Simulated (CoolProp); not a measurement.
R21 at several states: density (kg/m³) from the reference equation and from simpler models built on Tc = 179.6 °C, pc = 5289 kPa, ω = 0.206; each cubic takes its own stable root.

Values from CoolProp's reference Helmholtz-energy equation of state, Platzer 1990. This equation is an older, rougher fit; its heat capacities, sound speeds and derivatives of the liquid may be far off and weren't checked against measurements.

```csv
T (°C),p (kPa),phase,reference,van der Waals,Redlich-Kwong
10.85,10600,liquid,1424,913.5,1316
-2.25,19900,liquid,1467,949.8,1363
77.25,13600,liquid,1282,849.9,1179
-38.35,11.3,liquid,1509,0.5974,0.5984
-42.25,5260,liquid,1525,956.1,1408
```

At some of these states van der Waals, Redlich-Kwong gives the other phase, because its saturation line lies elsewhere.
